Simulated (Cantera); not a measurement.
An adiabatic, constant-pressure homogeneous reactor starts with CH4 : CO : O2 : N2 = 1 : 0.07 : 1.85 : 6.96 (molar parts), at 1650 K and 1.00 atm. Integrator tolerance rtol = 1e-08.

Cantera simulation using GRI-Mech 3.0 (53 species, 325 reactions); the numbers are that mechanism's predictions, not measurements.

Task: What does this change do: initial temperature 1650 to 1325 K?

Result: 
| quantity | before | after |
|---|---|---|
| time of steepest temperature rise | 0.321 ms | 9.20 ms |
| temperature at 0.900 s | 2803 K | 2688 K |
| equilibrium temperature | 2803 K | 2688 K |
| x(CH4) at 0.900 s | <1e-12 (gas-phase equilibrium <1e-12) | <1e-12 (gas-phase equilibrium <1e-12) |
| x(CO) at 0.900 s | 0.0571 (gas-phase equilibrium 0.0571) | 0.0491 (gas-phase equilibrium 0.0491) |
| x(O2) at 0.900 s | 0.0146 (gas-phase equilibrium 0.0146) | 0.0107 (gas-phase equilibrium 0.0107) |
| x(N2O) at 0.900 s | 4.62e-7 (gas-phase equilibrium 4.62e-7) | 3.38e-7 (gas-phase equilibrium 3.38e-7) |
| x(C2H6) at 0.900 s | <1e-12 (gas-phase equilibrium <1e-12) | <1e-12 (gas-phase equilibrium <1e-12) |
